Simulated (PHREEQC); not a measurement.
Solution (20 °C): 0.0031 mol/kgw Cu(BF4)2, 0.0001 mol/kgw H2SO4 and 0.15 mol/kgw Na2SO4. Closed to the air; pH follows from the charge balance.

Equilibrium calculation in PHREEQC: ion-association model, phreeqc.dat.

| quantity | before | after |
|---|---|---|
| pH | 3.17 | 3.30 |
| ionic strength (mol/kgw) | 0.383 | 0.0438 |
| Na+ (mol/kgw) | 0.266 | 0.0291 |
| SO4-2 (mol/kgw) | 0.112 | 0.0136 |
| NaSO4- (mol/kgw) | 0.0341 | 0.000922 |
| BF4- (mol/kgw) | 0.00408 | 3.31e-5 |

Task: Which change was made?
A) diluted 10-fold with water
B) Na2SO4 from 0.15 to 0.03 mol/kgw
C) Na2SO4 from 0.15 to 0.135 mol/kgw
D) diluted 5-fold with water
E) Cu(BF4)2 from 0.0031 to 0.00155 mol/kgw

Result: A, diluted 10-fold with water

Precipitation was switched off in this run. Real BF4- forms and hydrolyses slowly; the run takes it at equilibrium.
